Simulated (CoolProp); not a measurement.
Computed with CoolProp (reference Helmholtz-energy equation of state, Fiedler 2023).

Problem. Give the vapour pressure (bar), liquid density (kg/m³), vapour density (kg/m³) of saturated tetrahydrofuran at 121.35, 129.05, 140.65 °C.

Solution. 
```tsv
T (°C)	p (bar)	liquid density (kg/m³)	vapour density (kg/m³)
121.35	4.59	768	11.0
129.05	5.45	758	13.0
140.65	6.98	742	16.6
```
